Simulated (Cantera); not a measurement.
An adiabatic, constant-volume homogeneous reactor starts with CH4 : H2 : O2 : N2 = 1.4 : 0.16 : 5.62 : 21.1 (molar parts), equivalence ratio 0.51, at 975 K and 5.00 bar.

Cantera simulation using GRI-Mech 3.0 (53 species, 325 reactions); the numbers are that mechanism's predictions, not measurements. Below about 1000 K GRI-Mech 3.0 lacks low-temperature oxidation paths.

Q: Predict: time of steepest temperature rise; temperature at 9.00 s; equilibrium temperature; x(H2) at 9.00 s; x(O2) at 9.00 s; x(H2O2) at 9.00 s; x(O) at 9.00 s.

A: 
```
Property                                                              Result
---------------------------------  -----------------------------------------
time of steepest temperature rise                                    55.3 ms
temperature at 9.00 s                                                 2312 K
equilibrium temperature                                               2312 K
x(H2) at 9.00 s                    0.000221 (gas-phase equilibrium 0.000221)
x(O2) at 9.00 s                        0.0912 (gas-phase equilibrium 0.0912)
x(H2O2) at 9.00 s                    4.87e-7 (gas-phase equilibrium 4.87e-7)
x(O) at 9.00 s                     0.000469 (gas-phase equilibrium 0.000469)
```
